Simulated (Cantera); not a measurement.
A Cantera script and what it prints.

```python
import numpy as np
import cantera as ct

gas_names = """
    C CH CH2 CH3 CH2OH CH3O CH4 CH3OH CO CO2 COOH C2 C2H CHCO,ketyl C2H2,acetylene C2H2,vinylidene
    CH2CO,ketene C2H3,vinyl CH3CO,acetyl C2H4 C2H4O,ethylen CH3CHO,ethanal CH3COOH (HCOOH)2 C2H5 C2H6
    CH3OCH3 C2H5OH C2O C3 C3H3,propargyl C3H4,allene C3H4,propyne C3H4,cyclo- C3H5,allyl C3H6,propylene
    C3H6,cyclo- C3H6O C3H7,n-propyl C3H7,i-propyl C3H8 C3H8O,1propanol C3H8O,2propanol C3O2 C4 C4H2
    C4H4,1,3-cyclo- C4H6,butadiene C4H6,2-butyne C4H6,cyclo- C4H8,1-butene C4H8,cis2-buten
    C4H8,tr2-butene C4H8,isobutene C4H8,cyclo- (CH3COOH)2 C4H9,n-butyl C4H9,i-butyl C4H9,s-butyl
    C4H9,t-butyl C4H10,isobutane C4H10,n-butane C5 C5H6,1,3cyclo- C5H8,cyclo- C5H10,1-pentene
    C5H10,cyclo- C5H11,pentyl C5H11,t-pentyl C5H12,n-pentane C5H12,i-pentane CH3C(CH3)2CH3 C6H2
    C6H5,phenyl C6H5O,phenoxy C6H6 C6H5OH,phenol C6H10,cyclo- C6H12,1-hexene C6H12,cyclo- C6H13,n-hexyl
    C7H7,benzyl C7H8 C7H8O,cresol C7H14,1-heptene C7H15,n-heptyl C7H16,n-heptane C8H8,styrene
    C8H10,ethylbenz C8H16,1-octene C8H17,n-octyl C8H18,isooctane C8H18,n-octane C9H19,n-nonyl
    C10H8,naphthale C10H21,n-decyl C12H9,o-bipheny C12H10,bipheny H HCO HO2 H2 HCHO,formaldehy HCOOH H2O
    H2O2 O OH O2 O3 Ti TiO TiO2
""".split()
cond_names = """
    C(gr) C6H6(L) C7H8(L) C8H18(L),n-octa H2O(s) H2O(L) Ti(a) Ti(b) Ti(L) TiC(s) TiC(L) TiO(a) TiO(b)
    TiO(L) TiO2(ru) TiO2(L) Ti2O3(a) Ti2O3(b) Ti2O3(L) Ti3O5(a) Ti3O5(b) Ti3O5(L) Ti4O7(s) Ti4O7(L)
""".split()


def load(file, names, dense=False):
    # The tables refer to 1 bar. Condensed volumes are neglected.
    table = {s.name: s for s in ct.Species.list_from_file(file)}
    out = []
    for n in names:
        d = dict(table[n].input_data)
        d["thermo"] = dict(d["thermo"], **{"reference-pressure": 1e5})
        if dense:
            d["equation-of-state"] = {"model": "constant-volume", "density": "1e6 g/cm^3"}
        out.append(ct.Species.from_dict(d))
    return out


gas = ct.Solution(thermo="ideal-gas", species=load("nasa_gas.yaml", gas_names))
cond = {s.name: ct.Solution(thermo="fixed-stoichiometry", species=[s], name=s.name)
        for s in load("nasa_condensed.yaml", cond_names, dense=True)}
atoms = {
    'TiO2': {'Ti': 1, 'O': 2},
    'CH4': {'C': 1, 'H': 4},
    'H2': {'H': 2},
    'C': {'C': 1},
}
top_T = {'C(gr)': 4500}  # K; cautious upper limits of use, not melting points


def equilibrate(T, P, feed):
    n = {}
    for name, mol in feed.items():
        for a, k in atoms[name].items():
            n[a] = n.get(a, 0.0) + k * mol
    gas.TPX = T, P, n
    mass = sum(n.values()) * gas.mean_molecular_weight
    gas.equilibrate("TP")
    valid = [c for c in cond.values() if c.min_temp <= T <= top_T.get(c.name, c.max_temp)]
    mix = ct.Mixture([(gas, mass / gas.mean_molecular_weight)] + [(c, 0.0) for c in valid])
    mix.T, mix.P = T, P
    mix.equilibrate("TP", solver="vcs", rtol=1e-11, max_steps=5000)
    return mix


results = []
feed = {'TiO2': 1, 'CH4': 0.34, 'H2': 0.77, 'C': 0.71}  # mol
P = 180000  # Pa
for T in [1075, 1125, 1175, 1225, 1275, 1325, 1375, 1425, 1475, 1525]:
    mix = equilibrate(T, P, feed)
    results.append((T, P, feed, dict(zip(mix.species_names, mix.species_moles))))

top = {s: max(r[3][s] / sum(r[3][g] for g in gas_names) for r in results) for s in gas_names}
cols = sorted((s for s in top if top[s] > 1e-05), key=lambda s: -top[s])[:6]
seen = [c for c in cond_names if any(r[3].get(c, 0) > 1e-12 for r in results)]
print("log10 of partial pressures in bar; condensed amounts in mol")
print(f"{'T/K':>10s}" + "".join(f"{s[:9]:>10s}" for s in cols + seen))
for T, P, feed, n in results:
    ng = sum(n[g] for g in gas_names)
    print(f"{T:10.4g}" + "".join(f"{np.log10(max(n[s] / ng * P / 1e5, 1e-99)):10.3f}" for s in cols)
          + "".join(f"{n.get(c, 0):10.4g}" for c in seen))
```

It prints:

```
log10 of partial pressures in bar; condensed amounts in mol
       T/K        H2        CO       CH4       H2O       CO2         H     C(gr)    TiC(s)  TiO2(ru)  Ti3O5(b)  Ti4O7(s)
      1075     0.223    -2.750    -0.899    -3.425    -6.366    -7.722    0.9537         0    0.9935         0  0.001626
      1125     0.233    -2.169    -1.075    -3.128    -5.571    -7.236    0.9797         0    0.9768         0  0.005812
      1175     0.235    -1.637    -1.247    -2.862    -4.842    -6.794     0.987         0    0.9226         0   0.01934
      1225     0.228    -1.148    -1.426    -2.627    -4.169    -6.393    0.9608         0    0.7583         0   0.06042
      1275     0.196    -0.697    -1.640    -2.433    -3.547    -6.034    0.8494         0    0.2655         0    0.1836
      1325     0.181    -0.578    -1.811    -2.540    -3.570    -5.696    0.7885         0         0         0      0.25
      1375     0.175    -0.539    -1.952    -2.701    -3.730    -5.377    0.7636         0         0    0.1112    0.1666
      1425     0.163    -0.473    -2.099    -2.828    -3.821    -5.085    0.7104         0         0    0.3333         0
      1475     0.163    -0.473    -2.210    -2.995    -4.026    -4.805    0.7116         0         0    0.3333         0
      1525     0.157    -0.447    -2.327    -3.131    -4.166    -4.547    0.6715   0.01546         0    0.3282         0
```

Equilibrium computed with Cantera from the NASA thermochemical tables; the gas is ideal and each condensed phase is pure. Mutual solubility and eutectic melting of coexisting phases are not modelled. TiC: taken at fixed stoichiometry. Condensed phases not in the tables: Magnéli phases beyond Ti4O7.
